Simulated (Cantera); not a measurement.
What does this Cantera script print?

```python
import numpy as np
import cantera as ct

gas_names = """
    Fe FeO Fe(OH)2 H HO2 H2 H2O H2O2 O OH O2 O3
""".split()
cond_names = """
    Fe(a) Fe(c) Fe(d) Fe(L) FeO(s) FeO(L) Fe(OH)2(s) Fe(OH)3(s) Fe2O3(s) Fe3O4(s) H2O(s) H2O(L)
""".split()


# ... load() reads the species with a 1 bar reference pressure and builds the phases ...
atoms = {
    'Fe3O4': {'Fe': 3, 'O': 4},
    'H2': {'H': 2},
    'H2O': {'H': 2, 'O': 1},
}
top_T = {'Fe2O3(s)': 1830, 'Fe3O4(s)': 1870}  # K; cautious upper limits of use, not melting points


# ... equilibrate(T, P, feed) seeds the gas with the atoms and calls Mixture.equilibrate('TP', solver="vcs", rtol=1e-11, max_steps=5000) ...
results = []
feed = {'Fe3O4': 1, 'H2': 1.7, 'H2O': 7.9}  # mol
T = 1048  # K
P = 10  # Pa
mix = equilibrate(T, P, feed)
results.append((T, P, feed, dict(zip(mix.species_names, mix.species_moles))))
print(gas.report(threshold=1e-06))
for i in range(1, mix.n_phases):
    print(f"{mix.phase(i).name:16s} {mix.phase_moles(i):12.5e} mol")
```

It prints:

```
       temperature   1048 K
          pressure   10 Pa
           density   1.9336e-05 kg/m^3
  mean mol. weight   16.848 kg/kmol
   phase of matter   gas

                          1 kg             1 kmol
                     ---------------   ---------------
          enthalpy        -1.167e+07       -1.9662e+08  J
   internal energy       -1.2187e+07       -2.0533e+08  J
           entropy             18313        3.0855e+05  J/K
    Gibbs function       -3.0862e+07       -5.1998e+08  J
 heat capacity c_p            2440.4             41117  J/K
 heat capacity c_v            1946.9             32802  J/K

                      mass frac. Y      mole frac. X     chem. pot. / RT
                     ---------------   ---------------   ---------------
                H2         0.0087248          0.072917           -29.452
               H2O           0.99127           0.92708           -62.052
     [  +10 minor]        1.7143e-07         2.452e-07

Fe(a)             0.00000e+00 mol
FeO(s)            3.00000e+00 mol
Fe(OH)2(s)        0.00000e+00 mol
Fe(OH)3(s)        0.00000e+00 mol
Fe2O3(s)          0.00000e+00 mol
Fe3O4(s)          0.00000e+00 mol
```

These are equilibrium values from Cantera (NASA tables, ideal gas, pure condensed phases), not measurements of a reactor. The tables' stoichiometric FeO is somewhat more stable than real wüstite, so its field is too wide. FeO: taken at fixed stoichiometry.
